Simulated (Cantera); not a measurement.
An isothermal, constant-pressure homogeneous reactor starts with 40.0 % H₂, 22.2 % O₂, 37.8 % N₂, equivalence ratio 0.90, at 1175 K and 14000 Pa.

Detailed kinetics in Cantera: the H2/O2 subset of GRI-Mech 3.0, which has no nitrogen chemistry. The temperature is held fixed by assumption; the heat of reaction is taken as removed at once.

x: mole fraction; the columns are a selection and need not sum to one.

```tsv
t (s)	x H₂	x O₂	x OH	x HO₂	x H₂O	x O	x H
6.00e-6	0.400	0.222	1.71e-10	3.19e-9	5.02e-10	2.92e-10	3.36e-9
1.60e-5	0.400	0.222	8.15e-10	8.61e-9	6.07e-9	1.55e-9	1.28e-8
4.24e-5	0.400	0.222	?	2.54e-8	1.17e-7	1.61e-8	1.20e-7
0.000113	0.400	0.222	?	6.80e-7	2.46e-5	2.87e-6	2.12e-5
0.000300	0.0695	0.0837	?	2.12e-5	0.268	0.0220	0.155
0.000799	0.0278	0.0447	?	1.60e-5	0.435	0.00473	0.0300
0.00212	0.00773	0.0314	?	1.13e-5	0.486	0.000819	0.00315
0.00565	0.00146	0.0283	?	7.03e-6	0.498	0.000124	0.000213
0.0150	0.000222	0.0278	?	2.29e-6	0.500	1.73e-5	1.21e-5
0.0400	3.33e-5	0.0278	?	4.55e-7	0.500	2.82e-6	7.77e-7
0.106	6.01e-6	0.0278	?	9.31e-8	0.500	6.02e-7	6.90e-8
0.283	1.44e-6	0.0278	?	2.40e-8	0.500	1.64e-7	9.06e-9
0.752	4.36e-7	0.0278	?	8.03e-9	0.500	5.27e-8	1.60e-9
2.00	1.58e-7	0.0278	?	3.89e-9	0.500	1.94e-8	3.59e-10
```

Task: What belongs in the gaps?

Result: 
- 4.24e-5, x OH: 8.21e-9
- 0.000113, x OH: 1.46e-6
- 0.000300, x OH: 0.00772
- 0.000799, x OH: 0.00401
- 0.00212, x OH: 0.00165
- 0.00565, x OH: 0.000621
- 0.0150, x OH: 0.000234
- 0.0400, x OH: 9.65e-5
- 0.106, x OH: 4.49e-5
- 0.283, x OH: 2.34e-5
- 0.752, x OH: 1.33e-5
- 2.00, x OH: 8.06e-6
